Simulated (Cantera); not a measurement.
## Adiabatic ignition

An adiabatic, constant-volume homogeneous reactor starts with CH₄ : O₂ : N₂ = 1 : 1.18 : 4.42 (molar parts), equivalence ratio 1.7, at 1823 K and 4.93 atm.

Detailed kinetics in Cantera: GRI-Mech 3.0 (53 species, 325 reactions). Above 3000 K some thermodynamic fits are extrapolated.

```json
[
 {"t (s)": "2.00e-6", "T (K)": "1822", "P (bar)": "5.00", "x CH₄": "0.151", "x O₂": "0.179", "x C₂H₆": "2.20e-6", "x NO": "3.68e-12", "x C₂H": "<1e-12", "x HO₂": "1.97e-5", "x NO₂": "<1e-12"},
 {"t (s)": "4.69e-6", "T (K)": "1821", "P (bar)": "5.00", "x CH₄": "0.151", "x O₂": "0.178", "x C₂H₆": "3.43e-5", "x NO": "1.61e-11", "x C₂H": "<1e-12", "x HO₂": "3.31e-5", "x NO₂": "<1e-12"},
 {"t (s)": "1.10e-5", "T (K)": "1828", "P (bar)": "5.02", "x CH₄": "0.147", "x O₂": "0.177", "x C₂H₆": "0.000451", "x NO": "1.05e-10", "x C₂H": "4.60e-11", "x HO₂": "7.84e-5", "x NO₂": "1.41e-12"},
 {"t (s)": "2.57e-5", "T (K)": "3142", "P (bar)": "9.90", "x CH₄": "7.94e-6", "x O₂": "0.00122", "x C₂H₆": "2.60e-11", "x NO": "0.000340", "x C₂H": "1.20e-6", "x HO₂": "2.28e-6", "x NO₂": "3.86e-8"},
 {"t (s)": "6.02e-5", "T (K)": "3133", "P (bar)": "9.88", "x CH₄": "3.59e-11", "x O₂": "0.000904", "x C₂H₆": "<1e-12", "x NO": "0.00209", "x C₂H": "<1e-12", "x HO₂": "1.89e-6", "x NO₂": "2.28e-7"},
 {"t (s)": "0.000141", "T (K)": "3129", "P (bar)": "9.86", "x CH₄": "3.71e-11", "x O₂": "0.000866", "x C₂H₆": "<1e-12", "x NO": "0.00300", "x C₂H": "<1e-12", "x HO₂": "1.82e-6", "x NO₂": "3.20e-7"},
 {"t (s)": "0.000331", "T (K)": "3128", "P (bar)": "9.86", "x CH₄": "3.72e-11", "x O₂": "0.000863", "x C₂H₆": "<1e-12", "x NO": "0.00306", "x C₂H": "<1e-12", "x HO₂": "1.81e-6", "x NO₂": "3.27e-7"},
 {"t (s)": "0.000775", "T (K)": "3128", "P (bar)": "9.86", "x CH₄": "3.72e-11", "x O₂": "0.000863", "x C₂H₆": "<1e-12", "x NO": "0.00306", "x C₂H": "<1e-12", "x HO₂": "1.81e-6", "x NO₂": "3.27e-7"},
 {"t (s)": "0.00181", "T (K)": "3128", "P (bar)": "9.86", "x CH₄": "3.72e-11", "x O₂": "0.000863", "x C₂H₆": "<1e-12", "x NO": "0.00306", "x C₂H": "<1e-12", "x HO₂": "1.81e-6", "x NO₂": "3.27e-7"},
 {"t (s)": "0.00425", "T (K)": "3128", "P (bar)": "9.86", "x CH₄": "3.72e-11", "x O₂": "0.000863", "x C₂H₆": "<1e-12", "x NO": "0.00306", "x C₂H": "<1e-12", "x HO₂": "1.81e-6", "x NO₂": "3.27e-7"},
 {"t (s)": "0.00996", "T (K)": "3128", "P (bar)": "9.86", "x CH₄": "3.72e-11", "x O₂": "0.000863", "x C₂H₆": "<1e-12", "x NO": "0.00306", "x C₂H": "<1e-12", "x HO₂": "1.81e-6", "x NO₂": "3.27e-7"},
 {"t (s)": "0.0233", "T (K)": "3128", "P (bar)": "9.86", "x CH₄": "3.72e-11", "x O₂": "0.000863", "x C₂H₆": "<1e-12", "x NO": "0.00306", "x C₂H": "<1e-12", "x HO₂": "1.81e-6", "x NO₂": "3.27e-7"},
 {"t (s)": "0.0547", "T (K)": "3128", "P (bar)": "9.86", "x CH₄": "3.72e-11", "x O₂": "0.000863", "x C₂H₆": "<1e-12", "x NO": "0.00306", "x C₂H": "<1e-12", "x HO₂": "1.81e-6", "x NO₂": "3.27e-7"},
 {"t (s)": "0.128", "T (K)": "3128", "P (bar)": "9.86", "x CH₄": "3.72e-11", "x O₂": "0.000863", "x C₂H₆": "<1e-12", "x NO": "0.00306", "x C₂H": "<1e-12", "x HO₂": "1.81e-6", "x NO₂": "3.27e-7"},
 {"t (s)": "0.300", "T (K)": "3128", "P (bar)": "9.86", "x CH₄": "3.72e-11", "x O₂": "0.000863", "x C₂H₆": "<1e-12", "x NO": "0.00306", "x C₂H": "<1e-12", "x HO₂": "1.81e-6", "x NO₂": "3.27e-7"}
]
```
x: mole fraction; the columns are a selection and need not sum to one.

```yaml
time_of_steepest_temperature_rise: 25.0 µs
temperature at 0.300 s: 3128 K
equilibrium_temperature: 3128 K
x(CH₄) at 0.300 s: 3.72e-11 (gas-phase equilibrium 4.26e-11)
x(O₂) at 0.300 s: 0.000863 (gas-phase equilibrium 0.000863)
x(C₂H₆) at 0.300 s: <1e-12 (gas-phase equilibrium <1e-12)
```
